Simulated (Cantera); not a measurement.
A Cantera script and its output.

```python
import numpy as np
import cantera as ct

gas = ct.Solution("gri30.yaml")
gas.TPX = 650, 400000, {'CH4': 1, 'H2': 0.28, 'O2': 2.14, 'N2': 8.05, 'H2O': 1.1}
flame = ct.FreeFlame(gas, width=0.015)
flame.set_refine_criteria(ratio=3, slope=0.08, curve=0.16)
flame.transport_model = "mixture-averaged"
flame.solve(loglevel=0, auto=True)
z, T = flame.grid, flame.T
thick = (T[-1] - T[0]) / np.gradient(T, z).max()
show = ['CH4', 'H2', 'O2', 'N2O', 'O', 'CO2']
print(f"laminar burning velocity  {flame.velocity[0] * 100:.3f} cm/s")
print(f"burnt temperature         {T[-1]:.1f} K")
print(f"thermal thickness         {thick * 1e3:.4f} mm")
print(f"grid points               {len(z)}")
z0 = z[flame.heat_release_rate.argmax()]
print(f"{'z/mm':>9s}{'T/K':>9s}{'u/(m/s)':>9s}" + "".join(f"{s:>11s}" for s in show))
rows = []
for k in (-3, -2, -1.5, -1, -0.5, -0.25, 0, 0.25, 0.5, 1, 2, 4, 8):
    zz = z0 + k * thick
    rows.append([k * thick, np.interp(zz, z, T), np.interp(zz, z, flame.velocity),
                 *(np.interp(zz, z, flame.X[gas.species_index(s)]) for s in show)])
    print(f"{rows[-1][0] * 1e3:9.3f}{rows[-1][1]:9.1f}{rows[-1][2]:9.3f}" + "".join(f"{x:11.3e}" for x in rows[-1][3:]))
```

Result:

```
laminar burning velocity  76.965 cm/s
burnt temperature         2320.0 K
thermal thickness         0.1378 mm
grid points               139
     z/mm      T/K  u/(m/s)        CH4         H2         O2        N2O          O        CO2
   -0.413    650.5    0.770  7.952e-02  2.216e-02  1.702e-01  5.067e-12  4.769e-14  8.497e-07
   -0.276    654.2    0.775  7.928e-02  2.199e-02  1.700e-01  6.250e-11  2.117e-12  1.032e-05
   -0.207    667.2    0.790  7.846e-02  2.179e-02  1.692e-01  3.888e-10  6.986e-11  6.332e-05
   -0.138    739.3    0.877  7.404e-02  2.144e-02  1.640e-01  3.551e-09  7.401e-09  5.674e-04
   -0.069   1105.7    1.322  5.185e-02  2.097e-02  1.322e-01  3.637e-08  3.866e-06  5.669e-03
   -0.034   1484.5    1.785  2.797e-02  2.064e-02  9.399e-02  9.322e-08  5.609e-05  1.442e-02
    0.000   1853.5    2.236  5.818e-03  1.842e-02  4.979e-02  1.848e-07  4.450e-04  2.942e-02
    0.034   2016.9    2.425  2.832e-04  1.398e-02  2.585e-02  2.817e-07  1.327e-03  4.507e-02
    0.069   2083.7    2.493  7.317e-06  1.189e-02  1.823e-02  3.354e-07  1.534e-03  5.480e-02
    0.138   2159.4    2.570  8.727e-09  1.024e-02  1.345e-02  3.461e-07  1.156e-03  6.249e-02
    0.276   2228.5    2.642  6.465e-13  8.100e-03  1.004e-02  3.226e-07  6.868e-04  6.679e-02
    0.551   2279.0    2.694  5.599e-16  6.112e-03  7.496e-03  2.802e-07  3.897e-04  6.980e-02
    1.102   2306.9    2.722  2.574e-16  4.891e-03  6.002e-03  2.407e-07  2.576e-04  7.175e-02
```

Model: GRI-Mech 3.0 (53 species, 325 reactions), integrated in Cantera. Burning velocities carry a grid error of a few per cent, more on coarse grids.
